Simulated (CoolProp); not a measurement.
200 sccm (0 °C, 1 atm) of nitrogen bubbles through liquid water at 299.2 K and leaves saturated at a total pressure of 0.0532 MPa (ideal gas phase). Each further row changes one setting.

Computed with CoolProp (reference Helmholtz-energy equation of state, Wagner 2002).

```tsv
case	vapour pressure (kPa)	mole fraction of vapour	delivery (mg/min)	delivery (sccm)	change of delivery for a bath 1 K warmer (%)
as stated	3.37	0.0634	10.9	…	6.5
bath temperature 304.2 K	4.51	0.0848	…	18.5	6.4
total pressure 0.106 MPa	3.37	…	5.28	…	6.3
```

What belongs in the gaps?


- as stated, delivery (sccm): 13.5
- bath temperature 304.2 K, delivery (mg/min): 14.9
- total pressure 0.106 MPa, mole fraction of vapour: 0.0318
- total pressure 0.106 MPa, delivery (sccm): 6.58
